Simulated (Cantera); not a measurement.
Feed: 1 mol SiO₂, 1 mol CH₄, 0.85 mol H₂, equilibrated at 1775 K and 56.0 mbar.

Equilibrium computed with Cantera from the NASA thermochemical tables; the gas is ideal and each condensed phase is pure. Kinetics and transport are ignored.

```tsv
species	before	after
H₂	0.587	0.569
CO	0.206	0.204
SiO	0.206	0.204
H	0.000937	0.0237
Si	1.17e-5	0.000162
H₂O	3.05e-5	0.000165
SiH	2.60e-6	1.16e-5
CO₂	2.88e-6	1.08e-5
```
Gas species are given as mole fractions.

Q: Which change was made?
A) pressure from 56.0 mbar to 2.10 bar
B) temperature from 1775 K to 2250 K
C) CH₄ from 1 to 3.7 mol
D) temperature from 1775 K to 2125 K

A: B, temperature from 1775 K to 2250 K
